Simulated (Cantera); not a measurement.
A perfectly stirred reactor is fed with N₂O : H₂ : N₂ = 1 : 0.017 : 2.6 (molar parts), at 0.0582 atm; it is held at 1273 K, and followed from long to short residence time.

Cantera simulation using GRI-Mech 3.0 (53 species, 325 reactions); the numbers are that mechanism's predictions, not measurements. GRI-Mech 3.0 was tuned for natural gas; its chemistry of N2O as a main component is partial and can be far from experiment. The mechanism lacks the step 2 NO + O2 → 2 NO2, which can matter for NO2 below about 1400 K. The temperature is held fixed by assumption; the heat of reaction is taken as removed at once.

Problem. What does this change do: pressure from 0.0582 atm to 1.00 atm?

Solution. 
```csv
quantity,before,after
x(N₂O) at τ = 0.340 s,0.258,0.154
x(H₂) at τ = 0.340 s,0.000331,3.14e-5
x(NO) at τ = 0.340 s,0.00150,0.0116
x(O) at τ = 0.340 s,5.04e-6,3.79e-6
x(H₂O₂) at τ = 0.340 s,2.53e-9,6.57e-9
x(N₂O) at τ = 7.00 ms,0.275,0.268
x(H₂) at τ = 7.00 ms,0.00364,0.000763
x(NO) at τ = 7.00 ms,4.82e-5,0.000517
x(O) at τ = 7.00 ms,3.63e-6,4.61e-6
x(H₂O₂) at τ = 7.00 ms,1.44e-8,2.70e-8
```
